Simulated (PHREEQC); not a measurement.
Solution (20 °C): 1.6 mmol/kgw HNO3, 0.64 mmol/kgw NaCl and 0.056 mmol/kgw KCl. Closed to the air; pH follows from the charge balance.

Equilibrium calculation in PHREEQC: ion-association model, phreeqc.dat.

Precipitation was switched off in this run.

Problem. Estimate the pH, specific conductance.

Solution. pH 2.82; specific conductance 653 µS/cm.
